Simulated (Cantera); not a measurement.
What does this Cantera script print?

```python
import numpy as np
import cantera as ct

gas = ct.Solution("gri30.yaml")
gas.TPX = 1325, 101325, {'CO': 1, 'H2': 0.24, 'O2': 0.925, 'N2': 3.15}
reactor = ct.IdealGasConstPressureReactor(gas, energy="on", clone=False)
net = ct.ReactorNet([reactor])
net.rtol, net.atol = 1e-08, 1e-16
show = ['CO', 'H2', 'O2', 'NO2', 'HO2', 'NO', 'O']
times = np.geomspace(2e-06, 4, 11)

steps = ct.SolutionArray(gas, extra=["t"])
rows = []
print(f"{'t/s':>10s}{'T/K':>9s}{'P/Pa':>11s}" + "".join(f"{s:>11s}" for s in show))
for t in times:
    while net.time < t:
        t_next = net.step()
        steps.append(gas.state, t=t_next)
    rows.append([np.interp(t, steps.t, y) for y in (steps.T, steps.P, *steps(*show).X.T)])
    print(f"{t:10.3e}{rows[-1][0]:9.1f}{rows[-1][1]:11.4g}" + "".join(f"{x:11.3e}" for x in rows[-1][2:]))
rate = np.gradient(steps.T, steps.t)
print("integrator steps:", len(steps.t))
if steps.T.max() > steps.T[0] + 200:
    print(f"time of steepest temperature rise: {steps.t[rate.argmax()]:.4e} s")
gas.TPX = 1325, 101325, {'CO': 1, 'H2': 0.24, 'O2': 0.925, 'N2': 3.15}
gas.equilibrate("HP")
print(f"equilibrium (HP): T = {gas.T:.1f} K  " + "  ".join(f"{s} {gas[s].X[0]:.3e}" for s in show))
```

Output:

```
       t/s      T/K       P/Pa         CO         H2         O2        NO2        HO2         NO          O
 2.000e-06   1325.0  1.013e+05  1.881e-01  4.516e-02  1.740e-01  8.499e-25  9.771e-09  6.247e-18  1.949e-08
 8.534e-06   1325.0  1.013e+05  1.881e-01  4.515e-02  1.740e-01  9.331e-22  8.421e-08  3.514e-16  2.995e-07
 3.641e-05   1352.4  1.013e+05  1.833e-01  3.020e-02  1.628e-01  2.106e-11  4.877e-05  5.489e-08  5.192e-03
 1.554e-04   2157.4  1.013e+05  7.901e-02  3.944e-03  8.889e-02  2.743e-08  7.400e-06  9.391e-05  2.608e-02
 6.629e-04   2565.9  1.013e+05  5.077e-02  2.041e-03  8.112e-02  4.841e-07  4.981e-06  1.104e-03  1.012e-02
 2.828e-03   2635.6  1.013e+05  4.325e-02  1.679e-03  7.611e-02  3.105e-06  6.027e-06  6.611e-03  7.567e-03
 1.207e-02   2627.7  1.013e+05  4.270e-02  1.667e-03  7.233e-02  6.605e-06  5.716e-06  1.430e-02  7.091e-03
 5.149e-02   2626.8  1.013e+05  4.265e-02  1.665e-03  7.195e-02  6.955e-06  5.684e-06  1.509e-02  7.043e-03
 2.197e-01   2626.8  1.013e+05  4.265e-02  1.665e-03  7.195e-02  6.955e-06  5.684e-06  1.509e-02  7.043e-03
 9.375e-01   2626.8  1.013e+05  4.265e-02  1.665e-03  7.195e-02  6.955e-06  5.684e-06  1.509e-02  7.043e-03
 4.000e+00   2626.8  1.013e+05  4.265e-02  1.665e-03  7.195e-02  6.955e-06  5.684e-06  1.509e-02  7.043e-03
integrator steps: 1340
time of steepest temperature rise: 4.3033e-05 s
equilibrium (HP): T = 2626.8 K  CO 4.265e-02  H2 1.665e-03  O2 7.195e-02  NO2 6.955e-06  HO2 5.684e-06  NO 1.509e-02  O 7.043e-03
```

Computed with Cantera and GRI-Mech 3.0 (53 species, 325 reactions).
